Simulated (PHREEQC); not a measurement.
Synthetic water in mg/kgw, 25 °C, pH 3.85, pe 9.7: Na 387; K 42.2; Ca 767; Mg 11.3; Cl 265; S(6) as SO4 2670; Fe(3) 162.

Valence states are taken as typed.

All values are PHREEQC results (ion-association model, phreeqc.dat), not measurements.

| quantity | before | after |
|---|---|---|
| ionic strength (mol/kgw) | 0.0807 | 0.0985 |
| CaSO4 (mol/kgw) | 0.00681 | 0.00620 |
| Fe(OH)2+ (mol/kgw) | 0.000853 | 0.000825 |
| FeSO4+ (mol/kgw) | 0.000671 | 0.000599 |
| NaSO4- (mol/kgw) | 0.000617 | 0.00171 |
| SI of Gypsum (CaSO4:2H2O) | +0.17 | +0.13 |
| SI of Halite (NaCl) | -5.69 | -5.23 |

Question: Which change was made?
A. Na from 387 to 1160 mg/kgw
B. Cl from 265 to 132 mg/kgw
C. temperature from 25 to 40 °C at the same typed pH

Answer: A, Na from 387 to 1160 mg/kgw

Precipitation was switched off in this run. Some of these states are supersaturated (in Jarosite-K, Fe(OH)3(a), for instance).
